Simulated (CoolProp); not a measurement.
Model: reference Helmholtz-energy equation of state, Gao 2022, in CoolProp.

Task: For n-perfluoropentane, give the phase and the cv (kJ/(kg K)), speed of sound (m/s), Joule-Thomson coefficient (K/MPa) at 392 K and 31.4 bar; 189.7 K and 0.216 bar; 498.6 K and 1.29 bar.

Result: 
- 392 K and 31.4 bar: liquid; cv 0.949, speed of sound 221, Joule-Thomson coefficient 0.477
- 189.7 K and 0.216 bar: liquid; cv 0.658, speed of sound 756, Joule-Thomson coefficient -0.437
- 498.6 K and 1.29 bar: gas; cv 1.02, speed of sound 120, Joule-Thomson coefficient 4.82
